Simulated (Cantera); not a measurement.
BF3 + N2 + H2O (boron, boron nitride and boron oxide)

Charge: 1 mol BF3, 0.45 mol N2, 0.62 mol H2O, at 2298 K and 0.0660 bar.

These are equilibrium values from Cantera (NASA tables, ideal gas, pure condensed phases), not measurements of a reactor. Candidate condensed phases: B, BN, B2O3, B3O3H3, H2O; 62 gas species. The tables' values for BF2 are old estimates; treat these amounts as uncertain. Kinetics and transport are ignored.

The x(HF) comes out as 0.459 and the x(BOF) comes out as 0.229. The x(N2) comes out as 0.167 and the x(BF3) is 0.141. The x(BF2) is 0.00161 and the x(F) is 0.00129. The x(H) is 0.000583 and the x(H2O) is 0.000318. The x(H2) comes out as 0.000244 and the gas amount comes out as 2.693 mol. The log10 activity of B(s) (absent) comes out as -7.98.
